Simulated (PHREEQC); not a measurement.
# Sulfide liquor: an equilibrium model

Consider water at 54 °C with 2.8 mmol/kgw Na2S and 0.44 mmol/kgw ZnCl2. It is in equilibrium with CO2 at log p = -3.5 (atm). Otherwise closed; pH follows from the charge balance.

Computed with PHREEQC (ion-association model, phreeqc.dat).

This is a speciation only: nothing precipitates in the calculation.

Task: What pH, ionic strength does the model give?

Result: pH 8.86; ionic strength 0.00571 mol/kgw.

Task: In which forms is C present?

Result: HCO3- 92 %, CO3-2 6.0 %, NaCO3- 1.7 % of the C.

The solution is supersaturated, for example in Sphalerite (slow to form), so a real one may precipitate; this is no full list. Complexes and solids missing from the database can't appear. At this temperature some constants are extrapolated from 25 °C, and those without enthalpy data are left unchanged.
